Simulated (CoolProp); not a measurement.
Properties of cyclopentane along the isobar 19.7 MPa.

Values from CoolProp's reference Helmholtz-energy equation of state, Gedanitz 2015.

| T (K) | phase | density (kg/m³) | cp (kJ/(kg K)) | cv (kJ/(kg K)) | expansivity (1/kK) |
|---|---|---|---|---|---|
| 290.4 | liquid | 764.3 | 1.740 | 1.249 | 1.126 |
| 326.6 | liquid | 732.7 | 1.905 | 1.395 | 1.215 |
| 362.9 | liquid | 699.7 | 2.080 | 1.551 | 1.327 |
| 399.1 | liquid | 665.3 | 2.256 | 1.709 | 1.461 |
| 435.3 | liquid | 629.3 | 2.428 | 1.867 | 1.621 |
| 471.5 | liquid | 591.4 | 2.595 | 2.021 | 1.813 |
| 507.7 | liquid | 551.6 | 2.760 | 2.172 | 2.051 |
| 543.9 | supercritical | 509.4 | 2.926 | 2.318 | 2.359 |
